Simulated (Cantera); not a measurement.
A Cantera script and its output.

```python
import numpy as np
import cantera as ct

gas = ct.Solution("gri30.yaml")
gas.TPX = 1775, 101325, {'C2H6': 1, 'N2': 17}
reactor = ct.IdealGasConstPressureReactor(gas, energy="off", clone=False)
net = ct.ReactorNet([reactor])
net.rtol, net.atol = 1e-08, 1e-18
show = ['C2H6', 'C2H2', 'C2H', 'CH3', 'CH4', 'HCN']
times = np.geomspace(0.0006, 4, 10)

steps = ct.SolutionArray(gas, extra=["t"])
rows = []
print(f"{'t/s':>10s}{'T/K':>9s}{'P/Pa':>11s}" + "".join(f"{s:>11s}" for s in show))
for t in times:
    while net.time < t:
        t_next = net.step()
        steps.append(gas.state, t=t_next)
    rows.append([np.interp(t, steps.t, y) for y in (steps.T, steps.P, *steps(*show).X.T)])
    print(f"{t:10.3e}{rows[-1][0]:9.1f}{rows[-1][1]:11.4g}" + "".join(f"{x:11.3e}" for x in rows[-1][2:]))
rate = np.gradient(steps.T, steps.t)
print("integrator steps:", len(steps.t))
if steps.T.max() > steps.T[0] + 200:
    print(f"time of steepest temperature rise: {steps.t[rate.argmax()]:.4e} s")
gas.TPX = 1775, 101325, {'C2H6': 1, 'N2': 17}
gas.equilibrate("TP")
print(f"equilibrium (TP): T = {gas.T:.1f} K  " + "  ".join(f"{s} {gas[s].X[0]:.3e}" for s in show))
```

Result:

```
       t/s      T/K       P/Pa       C2H6       C2H2        C2H        CH3        CH4        HCN
 6.000e-04   1775.0  1.013e+05  1.665e-05  4.043e-02  2.922e-07  2.976e-04  1.642e-02  4.488e-06
 1.596e-03   1775.0  1.013e+05  1.345e-05  4.258e-02  2.963e-07  2.702e-04  1.542e-02  4.527e-06
 4.245e-03   1775.0  1.013e+05  9.996e-06  4.369e-02  3.048e-07  2.340e-04  1.327e-02  4.641e-06
 1.129e-02   1775.0  1.013e+05  5.297e-06  4.541e-02  3.182e-07  1.717e-04  9.643e-03  4.894e-06
 3.004e-02   1775.0  1.013e+05  1.757e-06  4.733e-02  3.351e-07  9.971e-05  5.515e-03  5.347e-06
 7.990e-02   1775.0  1.013e+05  3.855e-07  4.869e-02  3.486e-07  4.677e-05  2.550e-03  5.971e-06
 2.125e-01   1775.0  1.013e+05  7.641e-08  4.936e-02  3.557e-07  2.020e-05  1.092e-03  6.693e-06
 5.653e-01   1775.0  1.013e+05  2.582e-08  4.960e-02  3.582e-07  1.068e-05  5.757e-04  7.587e-06
 1.504e+00   1775.0  1.013e+05  2.054e-08  4.964e-02  3.586e-07  9.127e-06  4.916e-04  9.302e-06
 4.000e+00   1775.0  1.013e+05  2.046e-08  4.963e-02  3.586e-07  9.102e-06  4.903e-04  1.413e-05
integrator steps: 1526
equilibrium (TP): T = 1775.0 K  C2H6 6.496e-09  C2H2 1.561e-02  C2H 1.126e-07  CH3 5.131e-06  CH4 2.769e-04  HCN 6.843e-02
```

Detailed kinetics in Cantera: GRI-Mech 3.0 (53 species, 325 reactions). GRI-Mech 3.0 stops at C3 and has no aromatics, soot or wall deposition, so with more carbon than oxygen in the feed, carbon stays in small species such as C2H2 where larger ones or solid carbon would form.
